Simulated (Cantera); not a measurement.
Source: NASA polynomial tables (part measured, part estimated), evaluated in Cantera. Values are per mole of reaction as written; species without (g) are pure solids or liquids, kept so even where they would boil at 1 bar.

ZrO2(g) + N2(g) = 2 NO(g) + Zr

```
T (K)  ΔH° (kJ)  ΔS° (J/K)  ΔG° (kJ)  log10 K
-----  --------  ---------  --------  -------
1298      480.8       10.0     467.8   -18.83
1398      481.6       10.6     466.8   -17.44
1498      482.5       11.3     465.7   -16.24
1598      483.5       11.9     464.5   -15.18
1698          …          …         …        …
1798          …          …         …        …
```

Q: Complete the blanks.

A: 
- 1698, ΔH° (kJ): 484.5
- 1698, ΔS° (J/K): 12.5
- 1698, ΔG° (kJ): 463.3
- 1698, log10 K: -14.25
- 1798, ΔH° (kJ): 485.7
- 1798, ΔS° (J/K): 13.2
- 1798, ΔG° (kJ): 462.0
- 1798, log10 K: -13.42
